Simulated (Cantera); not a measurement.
Stirred combustor or abatement burner

A perfectly stirred reactor is fed with 4.36 % CH₄, 19.0 % O₂, 71.0 % N₂, 5.66 % H₂O, equivalence ratio 0.46, at 1.18 atm; it is adiabatic with a 650 K inlet, and is followed from long to short residence time, starting on the burning branch (τ in s: 0.24, 0.11, 0.051, 0.024, 0.011, 0.0051, 0.0024, 0.0011, 0.00051, 0.00023, 0.00011, 5e-05, 2.3e-05).

Model: GRI-Mech 3.0 (53 species, 325 reactions), integrated in Cantera.

```tsv
τ (s)	T (K)	x CH₄	x O₂	x H₂O	x C₂H₂	x N₂O	x CH₂
0.24	1622	8.82e-6	0.102	0.143	1.58e-9	4.04e-7	9.74e-9
0.11	1620	1.47e-5	0.102	0.143	2.74e-9	5.65e-7	2.01e-8
0.051	1618	2.41e-5	0.102	0.143	4.39e-9	7.30e-7	4.04e-8
0.024	1614	3.92e-5	0.102	0.143	6.54e-9	8.47e-7	7.84e-8
0.011	1608	6.54e-5	0.103	0.143	9.40e-9	8.78e-7	1.52e-7
0.0051	1599	0.000110	0.103	0.142	1.30e-8	8.18e-7	2.83e-7
0.0024	1584	0.000187	0.104	0.142	1.82e-8	7.04e-7	5.09e-7
0.0011	1558	0.000347	0.105	0.140	2.84e-8	5.58e-7	9.09e-7
0.00051	1509	0.000771	0.108	0.139	6.51e-8	3.82e-7	1.60e-6
0.00023	650	0.0436	0.190	0.0566	<1e-12	<1e-12	<1e-12
0.00011	650	0.0436	0.190	0.0566	<1e-12	<1e-12	<1e-12
5.0e-5	650	0.0436	0.190	0.0566	<1e-12	<1e-12	<1e-12
2.3e-5	650	0.0436	0.190	0.0566	<1e-12	<1e-12	<1e-12
```
x: mole fraction; the columns are a selection and need not sum to one.
